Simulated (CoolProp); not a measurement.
A simple Rankine cycle with water: condensing at 325.15 K, boiler at 0.256 MPa, turbine inlet 441.3 K, turbine efficiency 0.6, pump efficiency 0.6, no recuperator. Each further row changes one setting.

Model: reference Helmholtz-energy equation of state, Wagner 2002, in CoolProp.

```
case                             thermal efficiency (%)  net work (kJ/kg)  heat in (kJ/kg)  turbine exit temperature (K)  volume ratio over the turbine
-------------------------------  ----------------------  ----------------  ---------------  ----------------------------  -----------------------------
as stated                                          10.8               279             2580                         325.2                           13.6
turbine inlet 461.3 K                              10.9               286             2630                         325.2                     (withheld)
condensing temperature 317.15 K                    11.9               311             2620                         317.2                           19.7
boiler pressure 0.179 MPa                    (withheld)               248       (withheld)                         325.2                           9.61
turbine efficiency 0.5                       (withheld)               233             2580                         325.2                     (withheld)
```

**Question.** Complete the blanks.

**Answer.** 
- turbine inlet 461.3 K, volume ratio over the turbine: 13.2
- boiler pressure 0.179 MPa, thermal efficiency (%): 9.6
- boiler pressure 0.179 MPa, heat in (kJ/kg): 2590
- turbine efficiency 0.5, thermal efficiency (%): 9.0
- turbine efficiency 0.5, volume ratio over the turbine: 13.9

The expansion ends wet for: as stated; turbine inlet 461.3 K; condensing temperature 317.15 K; boiler pressure 0.179 MPa; turbine efficiency 0.5.
